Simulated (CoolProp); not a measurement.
Vapour-liquid equilibrium of p-xylene (1) + n-nonane (2) at 22.15 °C; x and y are mole fractions of (1).

Model: multi-fluid Helmholtz-energy mixture model, Zhou 2012 and Lemmon 2006; pair parameters Bell 2016, in CoolProp.

```tsv
x	bubble pressure (MPa)	y at the bubble point	dew pressure at overall composition x (MPa)	liquid density (mol/L)
0.05	0.0005174	0.110	0.0004987	5.675
0.2	0.0006069	0.356	0.0005473	5.964
0.35	0.0006865	0.531	0.0006043	6.281
0.5	0.0007607	0.669	0.0006713	6.631
0.65	0.0008324	0.784	0.0007499	7.016
0.8	0.0009033	0.885	0.0008428	7.444
0.95	0.0009742	0.973	0.0009547	7.921
```

No azeotrope shows between x = 0.05 and 0.95.

Pair parameters are fitted to limited data, so mixtures are less certain than the pure fluids.
